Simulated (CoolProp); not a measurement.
A closed Brayton cycle with carbon dioxide: compressor inlet 305.15 K and 9.2 MPa, high pressure 21.8 MPa, turbine inlet 710 K, compressor efficiency 0.85, turbine efficiency 0.9, recuperator effectiveness 0 (on enthalpy, no pinch check). Each further row changes one setting.

Computed with CoolProp (reference Helmholtz-energy equation of state, Span 1996).

```
case                           thermal efficiency (%)  net work (kJ/kg)  compressor to turbine work  compressor exit (K)  turbine exit (K)
-----------------------------  ----------------------  ----------------  --------------------------  -------------------  ----------------
as stated                                        13.0              76.7                        0.20                325.3             614.6
turbine inlet 660 K                              12.9              68.4                        0.22                325.3             568.1
compressor inlet 315.15 K                        13.4              68.6                        0.29                359.0             614.6
high pressure 18.5 MPa                           10.8              64.6                        0.18                320.8             632.4
recuperator effectiveness 0.5                    19.1              76.7                        0.20                325.3             614.6
```
